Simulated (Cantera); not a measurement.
Charge: 1 mol SiH₄, 0.11 mol C₃H₈, 91 mol H₂, 0.28 mol CO₂, at 1.00 bar.

Method: chemical equilibrium by Gibbs-energy minimisation in Cantera with the NASA 1993 tables (ideal gas, pure condensed phases). Candidate condensed phases: C, C₆H₆, C₇H₈, C₈H₁₈, H₂O, Si, SiC, SiO₂; 123 gas species. Mutual solubility and eutectic melting of coexisting phases are not modelled. The tables hold silica as quartz up to 1696 K and as liquid above; real silica turns to tridymite and cristobalite and melts near 1996 K. Gases not in the tables: Si₂H₆ and higher silanes. Kinetics and transport are ignored.

x: gas mole fraction; n: condensed amount in mol.

```json
[
 {"T (K)": "1050", "x H₂": "1.000", "x H": "8.11e-9", "x SiO": "3.80e-9", "x CO": "1.03e-11", "x Si": "<1e-12", "x SiH₂": "3.74e-10", "x SiH": "<1e-12", "n Si(s)": "0.113", "n SiC(s)": "0.607", "n SiO₂(β-quartz)": "0.280", "n Si(l)": "0"},
 {"T (K)": "1150", "x H₂": "1.000", "x H": "7.46e-8", "x SiO": "1.19e-7", "x CO": "6.26e-10", "x Si": "<1e-12", "x SiH₂": "4.15e-9", "x SiH": "4.15e-12", "n Si(s)": "0.113", "n SiC(s)": "0.607", "n SiO₂(β-quartz)": "0.280", "n Si(l)": "0"},
 {"T (K)": "1250", "x H₂": "1.000", "x H": "4.83e-7", "x SiO": "2.13e-6", "x CO": "1.96e-8", "x Si": "8.31e-12", "x SiH₂": "3.13e-8", "x SiH": "9.16e-11", "n Si(s)": "0.112", "n SiC(s)": "0.608", "n SiO₂(β-quartz)": "0.280", "n Si(l)": "0"},
 {"T (K)": "1350", "x H₂": "1.000", "x H": "(withheld)", "x SiO": "(withheld)", "x CO": "(withheld)", "x Si": "(withheld)", "x SiH₂": "(withheld)", "x SiH": "(withheld)", "n Si(s)": "0.111", "n SiC(s)": "0.608", "n SiO₂(β-quartz)": "0.279", "n Si(l)": "0"},
 {"T (K)": "1450", "x H₂": "1.000", "x H": "9.46e-6", "x SiO": "0.000202", "x CO": "4.53e-6", "x Si": "3.08e-9", "x SiH₂": "7.69e-7", "x SiH": "1.22e-8", "n Si(s)": "0.103", "n SiC(s)": "0.608", "n SiO₂(β-quartz)": "0.270", "n Si(l)": "0"},
 {"T (K)": "1550", "x H₂": "0.999", "x H": "3.15e-5", "x SiO": "0.00125", "x CO": "4.03e-5", "x Si": "3.32e-8", "x SiH₂": "2.79e-6", "x SiH": "8.72e-8", "n Si(s)": "0.0588", "n SiC(s)": "0.605", "n SiO₂(β-quartz)": "0.219", "n Si(l)": "0"},
 {"T (K)": "1650", "x H₂": "0.995", "x H": "(withheld)", "x SiO": "(withheld)", "x CO": "(withheld)", "x Si": "(withheld)", "x SiH₂": "(withheld)", "x SiH": "(withheld)", "n Si(s)": "0", "n SiC(s)": "0.542", "n SiO₂(β-quartz)": "(withheld)", "n Si(l)": "0"},
 {"T (K)": "1750", "x H₂": "0.994", "x H": "0.000232", "x SiO": "0.00505", "x CO": "0.000894", "x Si": "9.82e-7", "x SiH₂": "1.35e-5", "x SiH": "1.29e-6", "n Si(s)": "0", "n SiC(s)": "0.523", "n SiO₂(β-quartz)": "0", "n Si(l)": "0"},
 {"T (K)": "1850", "x H₂": "0.993", "x H": "0.000537", "x SiO": "0.00504", "x CO": "0.000914", "x Si": "5.70e-6", "x SiH₂": "3.70e-5", "x SiH": "5.63e-6", "n Si(s)": "0", "n SiC(s)": "0.522", "n SiO₂(β-quartz)": "0", "n Si(l)": "0"},
 {"T (K)": "1950", "x H₂": "0.993", "x H": "0.00114", "x SiO": "0.00476", "x CO": "0.00119", "x Si": "2.38e-5", "x SiH₂": "7.87e-5", "x SiH": "1.81e-5", "n Si(s)": "0", "n SiC(s)": "0.496", "n SiO₂(β-quartz)": "0", "n Si(l)": "0.0441"},
 {"T (K)": "2050", "x H₂": "0.991", "x H": "0.00226", "x SiO": "0.00421", "x CO": "0.00174", "x Si": "7.73e-5", "x SiH₂": "0.000139", "x SiH": "4.66e-5", "n Si(s)": "0", "n SiC(s)": "0.443", "n SiO₂(β-quartz)": "0", "n Si(l)": "0.136"},
 {"T (K)": "2150", "x H₂": "0.989", "x H": "0.00419", "x SiO": "0.00359", "x CO": "0.00235", "x Si": "0.000224", "x SiH₂": "0.000232", "x SiH": "0.000109", "n Si(s)": "0", "n SiC(s)": "0.381", "n SiO₂(β-quartz)": "0", "n Si(l)": "0.224"},
 {"T (K)": "2250", "x H₂": "0.985", "x H": "0.00737", "x SiO": "0.00297", "x CO": "0.00296", "x Si": "0.000592", "x SiH₂": "0.000369", "x SiH": "0.000237", "n Si(s)": "0", "n SiC(s)": "0.314", "n SiO₂(β-quartz)": "0", "n Si(l)": "0.282"},
 {"T (K)": "2350", "x H₂": "0.979", "x H": "0.0123", "x SiO": "0.00240", "x CO": "0.00351", "x Si": "0.00144", "x SiH₂": "0.000563", "x SiH": "0.000479", "n Si(s)": "0", "n SiC(s)": "0.232", "n SiO₂(β-quartz)": "0", "n Si(l)": "0.272"}
]
```

What belongs in the gaps?


- 1650, x H: 9.06e-5
- 1650, x SiO: 0.00451
- 1650, x CO: 0.000699
- 1650, x Si: 1.44e-7
- 1650, x SiH₂: 4.61e-6
- 1650, x SiH: 2.62e-7
- 1650, n SiO₂(β-quartz): 0.0346
- 1350, x H: 2.38e-6
- 1350, x SiO: 2.47e-5
- 1350, x CO: 3.66e-7
- 1350, x Si: 1.99e-10
- 1350, x SiH₂: 1.75e-7
- 1350, x SiH: 1.27e-9
